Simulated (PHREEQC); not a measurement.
# Alkaline etch or developer (model solution)

Consider water at 25 °C with 65 mmol/kgw NaOH, 0.29 mmol/kgw K2SiO3 and 18 mmol/kgw (CH3)4NCl. Closed to the air; pH follows from the charge balance.

Computed with PHREEQC (ion-association model, phreeqc.dat).

The pH comes out as 12.70 and the ionic strength is 0.0837 mol/kgw. The total alkalinity is 65.6 meq/kg.

| species | molality | activity | log γ |
|---|---|---|---|
| OH- | 0.0652 | 0.0505 | -0.111 |
| Na+ | 0.0650 | 0.0517 | -0.099 |
| Cl- | 0.0180 | 0.0140 | -0.108 |
| (CH3)4N+ | 0.0180 | 0.0141 | -0.107 |
| K+ | 0.000580 | 0.000451 | -0.109 |
| H3SiO4- | 0.000175 | 0.000137 | -0.107 |
| H2SiO4-2 | 0.000115 | 4.67e-5 | -0.390 |
| H4SiO4 | 1.82e-7 | 1.86e-7 | 0.008 |

No solid was allowed to form. Complexes and solids missing from the database can't appear. (CH3)4N+ isn't in the database: it is added as a free cation with an ion size of 4 Å.
